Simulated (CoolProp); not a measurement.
C2F6 (R116) at 337.43 K and 0.867 MPa is throttled through a valve to 0.501 MPa with no heat exchange. Each further row changes one setting.

Values from CoolProp's reference Helmholtz-energy equation of state, Lemmon 2006. It is a short technical equation, of lower accuracy than the large ones.

```csv
case,temperature change (K),final density (kg/m³)
as stated,-2.3,25.7
outlet pressure 0.15 MPa,-4.4,7.56
outlet pressure 0.651 MPa,-1.4,33.7
```
